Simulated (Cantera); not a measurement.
An adiabatic, constant-volume homogeneous reactor starts with CH4 : O2 : N2 : CO2 = 1 : 2.67 : 10 : 2 (molar parts), equivalence ratio 0.75, at 1675 K and 3750 Torr. Integrator tolerance rtol = 1e-08.

Model: GRI-Mech 3.0 (53 species, 325 reactions), integrated in Cantera.

Problem. What does this change do: CH4 1 to 2.9 parts?

Solution. 
```tsv
quantity	before	after
time of steepest temperature rise	74.9 µs	0.103 ms
temperature at 0.200 s	2754 K	2680 K
equilibrium temperature	2754 K	2680 K
x(CH4) at 0.200 s	<1e-12 (gas-phase equilibrium <1e-12)	2.12e-10 (gas-phase equilibrium 2.38e-10)
x(O2) at 0.200 s	0.0471 (gas-phase equilibrium 0.0471)	4.57e-5 (gas-phase equilibrium 4.57e-5)
x(CO2) at 0.200 s	0.156 (gas-phase equilibrium 0.156)	0.0442 (gas-phase equilibrium 0.0442)
x(CH3) at 0.200 s	<1e-12 (gas-phase equilibrium <1e-12)	1.90e-10 (gas-phase equilibrium 2.13e-10)
x(H) at 0.200 s	0.00139 (gas-phase equilibrium 0.00139)	0.00568 (gas-phase equilibrium 0.00568)
```

Problem. What does this change do: pressure from 3750 Torr to 540 Torr?

Solution. 
| quantity | before | after |
|---|---|---|
| time of steepest temperature rise | 74.9 µs | 0.368 ms |
| temperature at 0.200 s | 2754 K | 2628 K |
| equilibrium temperature | 2754 K | 2628 K |
| x(CH4) at 0.200 s | <1e-12 (gas-phase equilibrium <1e-12) | <1e-12 (gas-phase equilibrium <1e-12) |
| x(O2) at 0.200 s | 0.0471 (gas-phase equilibrium 0.0471) | 0.0522 (gas-phase equilibrium 0.0522) |
| x(CO2) at 0.200 s | 0.156 (gas-phase equilibrium 0.156) | 0.144 (gas-phase equilibrium 0.144) |
| x(CH3) at 0.200 s | <1e-12 (gas-phase equilibrium <1e-12) | <1e-12 (gas-phase equilibrium <1e-12) |
| x(H) at 0.200 s | 0.00139 (gas-phase equilibrium 0.00139) | 0.00278 (gas-phase equilibrium 0.00278) |
